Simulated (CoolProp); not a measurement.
A simple Rankine cycle with R113: condensing at 321.15 K, boiler at 2.28 MPa, turbine inlet 462.5 K, turbine efficiency 0.6, pump efficiency 0.7, no recuperator. Each further row changes one setting.

The numbers come from the reference Helmholtz-energy equation of state, Marx 1992 in CoolProp.

```tsv
case	thermal efficiency (%)	net work (kJ/kg)	heat in (kJ/kg)	turbine exit temperature (K)	volume ratio over the turbine
as stated	12.2	26.8	219	388.6	29.8
turbine inlet 482.5 K	12.2	___	241	___	26.7
condensing temperature 313.15 K	12.9	29.3	___	___	39.0
boiler pressure 1.6 MPa	11.4	26.4	___	___	17.4
turbine efficiency 0.5	___	___	219	395.1	30.4
```

### Question
What belongs in the gaps?

### Answer

- turbine inlet 482.5 K, net work (kJ/kg): 29.5
- turbine inlet 482.5 K, turbine exit temperature (K): 414.0
- condensing temperature 313.15 K, heat in (kJ/kg): 227
- condensing temperature 313.15 K, turbine exit temperature (K): 384.8
- boiler pressure 1.6 MPa, heat in (kJ/kg): 232
- boiler pressure 1.6 MPa, turbine exit temperature (K): 406.6
- turbine efficiency 0.5, thermal efficiency (%): 10.0
- turbine efficiency 0.5, net work (kJ/kg): 22.0
